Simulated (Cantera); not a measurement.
Feed: 1 mol Si, 2.9 mol SF6, 6.8 mol N2, equilibrated at 1273.15 K and 94.0 mbar.

These are equilibrium values from Cantera (NASA tables, ideal gas, pure condensed phases), not measurements of a reactor. Candidate condensed phases: S, Si, Si3N4; 29 gas species. The tables' values for SF3, SF5 are old estimates; treat these amounts as uncertain. Kinetics and transport are ignored.

Task: What is the equilibrium state?

Result: 
```json
{
 "x(N2)": "0.635",
 "x(SF4)": "0.185",
 "x(SiF4)": "0.0934",
 "x(SF6)": "0.0845",
 "x(SF3)": "0.00138",
 "x(F)": "0.000814",
 "x(SF2)": "0.000221",
 "x(SF5)": "0.000168",
 "gas_amount": "10.71 mol",
 "log10 activity of S(l) (absent)": "-9.23",
 "log10 activity of Si(s) (absent)": "-44.67"
}
```
